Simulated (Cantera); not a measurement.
Mixture: CH4 : C2H6 : C3H8 : O2 : N2 = 1 : 0.13 : 0.11 : 3.41 : 12.8 (molar parts), equivalence ratio 0.88, at 1.78 atm, adiabatic and at constant pressure. Ignition delay is the time to a rise of 400 K.

Computed with Cantera and GRI-Mech 3.0 (53 species, 325 reactions).

**Question.** What does this change do: pressure from 1.78 atm to 1.00 atm?

**Answer.** 
| quantity | before | after |
|---|---|---|
| delay at 1300 K | 0.738 ms | 1.04 ms |
| delay at 1400 K | 0.236 ms | 0.333 ms |
| delay at 1500 K | 91.4 µs | 0.132 ms |
| delay at 1600 K | 42.3 µs | 62.8 µs |
| apparent activation energy between 1550 and 1650 K | 150 kJ/mol | 140 kJ/mol |

**Question.** What does this change do: 0.65 parts H2 added?

**Answer.** 
```tsv
quantity	before	after
delay at 1300 K	0.738 ms	0.313 ms
delay at 1400 K	0.236 ms	0.129 ms
delay at 1500 K	91.4 µs	59.2 µs
delay at 1600 K	42.3 µs	30.2 µs
apparent activation energy between 1550 and 1650 K	150 kJ/mol	130 kJ/mol
```

**Question.** What does this change do: O2 3.41 to 2.1 parts?

**Answer.** 
| quantity | before | after |
|---|---|---|
| delay at 1300 K | 0.738 ms | 1.26 ms |
| delay at 1400 K | 0.236 ms | 0.401 ms |
| delay at 1500 K | 91.4 µs | 0.153 ms |
| delay at 1600 K | 42.3 µs | 69.2 µs |
| apparent activation energy between 1550 and 1650 K | 150 kJ/mol | 150 kJ/mol |
